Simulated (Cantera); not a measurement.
Mixture: 17.4 % CH4, 17.4 % O2, 65.3 % N2, at 3530 Torr, adiabatic and at constant pressure. Ignition delay is the time to a rise of 400 K.

Cantera simulation using GRI-Mech 3.0 (53 species, 325 reactions); the numbers are that mechanism's predictions, not measurements.

Task: Predict: delay at 1125 K; delay at 1325 K; delay at 1525 K; delay at 1725 K; apparent activation energy between 1625 and 1825 K.

Result: 
```json
{
  "delay at 1125 K": "43.1 ms",
  "delay at 1325 K": "3.34 ms",
  "delay at 1525 K": "0.380 ms",
  "delay at 1725 K": "61.0 µs",
  "apparent activation energy between 1625 and 1825 K": "200 kJ/mol"
}
```
